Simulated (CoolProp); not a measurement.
Saturation properties of CH3F (R41).

The numbers come from the reference Helmholtz-energy equation of state, Lemmon 2006 in CoolProp. It is a short technical equation, of lower accuracy than the large ones.

| T (K) | p (MPa) | vapour density (kg/m³) |
|---|---|---|
| 232.5 | 0.5606 | 11.25 |
| 235.7 | 0.6309 | 12.63 |
| 239 | 0.7101 | 14.19 |
| 242.2 | 0.7940 | 15.84 |
| 245.4 | 0.8850 | 17.66 |
| 248.7 | 0.9870 | 19.71 |
| 251.9 | 1.094 | 21.88 |
| 255.1 | 1.209 | 24.26 |
| 258.4 | 1.338 | 26.95 |
| 261.6 | 1.472 | 29.80 |
| 264.8 | 1.616 | 32.92 |

It boils at 194.8 K under 1 atm.
